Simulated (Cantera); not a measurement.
**Stirred combustor or abatement burner**

A perfectly stirred reactor is fed with H₂ : O₂ : N₂ = 1 : 1.14 : 4.27 (molar parts), equivalence ratio 0.44, at 10.0 bar; it is adiabatic with a 425 K inlet, and is followed from long to short residence time, starting on the burning branch (τ in s: 0.21, 0.08, 0.031, 0.012, 0.0046, 0.0018, 0.00069, 0.00027, 0.0001, 4e-05).

Computed with Cantera and GRI-Mech 3.0 (53 species, 325 reactions). The hydrogen kinetics of GRI-Mech 3.0 are dated; newer H2 mechanisms differ, most at raised pressure.

```
τ (s)    T (K)      x H₂   x O₂     x NO    x NO₂   x H₂O₂      x OH
-------  -----  --------  -----  -------  -------  -------  --------
0.21      1624   1.67e-5  0.108  2.03e-6  2.62e-8  1.19e-7  0.000174
0.080     1623   3.44e-5  0.108  1.63e-6  2.80e-8  1.69e-7  0.000211
0.031     1623   6.91e-5  0.108  1.58e-6  3.66e-8  2.55e-7  0.000264
0.012     1622  0.000138  0.108  1.66e-6  5.06e-8  3.96e-7  0.000335
0.0046    1620  0.000275  0.108  1.75e-6  6.51e-8  6.21e-7  0.000429
0.0018    1618  0.000542  0.108  1.70e-6  6.94e-8  9.69e-7  0.000545
0.00069   1613   0.00108  0.108  1.50e-6  6.00e-8  1.54e-6  0.000692
0.00027   1604   0.00213  0.109  1.29e-6  4.53e-8  2.44e-6  0.000867
0.00010   1586   0.00438  0.110  1.17e-6  3.31e-8  4.13e-6   0.00108
4.0e-5    1551   0.00893  0.111  1.13e-6  2.55e-8  7.38e-6   0.00125
```
x: mole fraction; the columns are a selection and need not sum to one.
